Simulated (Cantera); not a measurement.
An isothermal, constant-pressure homogeneous reactor starts with 67.1 % NH3, 32.9 % H2, at 1900 K and 13300 Pa.

Detailed kinetics in Cantera: the gas-phase N/H chemistry of the illustrative SiF4/NH3 mechanism in the Surface Chemkin manual (1991). Walls and surfaces, which speed up NH3 decomposition in real reactors, are not modelled.

One state of this run: x NH3 = 0.238; x H2 = 0.632; x N2H2 = 7.99e-7; x N2 = 0.130; x NH2 = 0.000310. x: mole fraction; the columns are a selection and need not sum to one.

Which value of t (s) does it belong to?
A. 0.00801
B. 0.000857
C. 0.229
D. 0.700

D, 0.700
